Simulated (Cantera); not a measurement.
Input (Python, Cantera) and output of one run.

```python
import numpy as np
import cantera as ct

gas_names = """
    F F2 H HF H2 H2F2 H3F3 H4F4 H5F5 H6F6 H7F7 N NF NF2 NF3 NH NH2 NH3 N2 N2H2 N2H4 Si SiF SiF2 SiF3
    SiF4 SiH SiHF3 SiH2 SiH2F2 SiH3 SiH3F SiH4 SiN Si2 Si2N Si3
""".split()
cond_names = """
    Si(cr) Si(L) Si3N4(a)
""".split()


def load(file, names, dense=False):
    # The tables refer to 1 bar. Condensed volumes are neglected.
    table = {s.name: s for s in ct.Species.list_from_file(file)}
    out = []
    for n in names:
        d = dict(table[n].input_data)
        d["thermo"] = dict(d["thermo"], **{"reference-pressure": 1e5})
        if dense:
            d["equation-of-state"] = {"model": "constant-volume", "density": "1e6 g/cm^3"}
        out.append(ct.Species.from_dict(d))
    return out


gas = ct.Solution(thermo="ideal-gas", species=load("nasa_gas.yaml", gas_names))
cond = {s.name: ct.Solution(thermo="fixed-stoichiometry", species=[s], name=s.name)
        for s in load("nasa_condensed.yaml", cond_names, dense=True)}
atoms = {
    'Si3N4': {'Si': 3, 'N': 4},
    'HF': {'H': 1, 'F': 1},
    'N2': {'N': 2},
}
top_T = {'Si3N4(a)': 2400}  # K; cautious upper limits of use, not melting points


def equilibrate(T, P, feed):
    n = {}
    for name, mol in feed.items():
        for a, k in atoms[name].items():
            n[a] = n.get(a, 0.0) + k * mol
    gas.TPX = T, P, n
    mass = sum(n.values()) * gas.mean_molecular_weight
    gas.equilibrate("TP")
    valid = [c for c in cond.values() if c.min_temp <= T <= top_T.get(c.name, c.max_temp)]
    mix = ct.Mixture([(gas, mass / gas.mean_molecular_weight)] + [(c, 0.0) for c in valid])
    mix.T, mix.P = T, P
    mix.equilibrate("TP", solver="vcs", rtol=1e-11, max_steps=5000)
    return mix


results = []
T = 1473  # K
P = 13332.2  # Pa
for m in [2.9, 7.1, 11, 16, 20, 24, 28]:
    feed = {'Si3N4': 1, 'HF': m, 'N2': 0.4}  # mol
    mix = equilibrate(T, P, feed)
    results.append((T, P, feed, dict(zip(mix.species_names, mix.species_moles))))
    x = sorted(zip(gas.X, gas.species_names), reverse=True)
    print(f"T = {T:g} K  P = {P:g} Pa  n(HF) = {m:g} mol  gas = {mix.phase_moles(0):.4g} mol")
    print("   x: " + "  ".join(f"{s} {v:.3e}" for v, s in x if v > 0.001))
    print("   condensed (mol): " + ("  ".join(f"{mix.phase(i).name} {mix.phase_moles(i):.4g}"
          for i in range(1, mix.n_phases) if mix.phase_moles(i) > 1e-12) or "none"))
```

Result:

```
T = 1473 K  P = 13332.2 Pa  n(HF) = 2.9 mol  gas = 3.075 mol
   x: H2 4.649e-01  N2 2.889e-01  SiF4 2.209e-01  SiF3 1.164e-02  HF 7.940e-03  SiHF3 5.211e-03
   condensed (mol): Si3N4(a) 0.7558
T = 1473 K  P = 13332.2 Pa  n(HF) = 7.1 mol  gas = 6.949 mol
   x: H2 5.037e-01  SiF4 2.391e-01  N2 2.298e-01  SiF3 1.283e-02  HF 8.114e-03  SiHF3 5.979e-03
   condensed (mol): Si3N4(a) 0.4016
T = 1473 K  P = 13332.2 Pa  n(HF) = 11 mol  gas = 10.55 mol
   x: H2 5.142e-01  SiF4 2.439e-01  N2 2.138e-01  SiF3 1.318e-02  HF 8.141e-03  SiHF3 6.207e-03
   condensed (mol): Si3N4(a) 0.07257
T = 1473 K  P = 13332.2 Pa  n(HF) = 16 mol  gas = 15.4 mol
   x: H2 3.893e-01  HF 2.601e-01  SiF4 1.944e-01  N2 1.558e-01
   condensed (mol): none
T = 1473 K  P = 13332.2 Pa  n(HF) = 20 mol  gas = 19.4 mol
   x: HF 4.125e-01  H2 3.091e-01  SiF4 1.545e-01  N2 1.237e-01
   condensed (mol): none
T = 1473 K  P = 13332.2 Pa  n(HF) = 24 mol  gas = 23.4 mol
   x: HF 5.129e-01  H2 2.563e-01  SiF4 1.281e-01  N2 1.026e-01
   condensed (mol): none
T = 1473 K  P = 13332.2 Pa  n(HF) = 28 mol  gas = 27.4 mol
   x: HF 5.840e-01  H2 2.189e-01  SiF4 1.094e-01  N2 8.759e-02
   condensed (mol): none
```

Method: chemical equilibrium by Gibbs-energy minimisation in Cantera with the NASA 1993 tables (ideal gas, pure condensed phases). The tables' values for SiF3, SiF2 are old estimates; treat these amounts as uncertain.
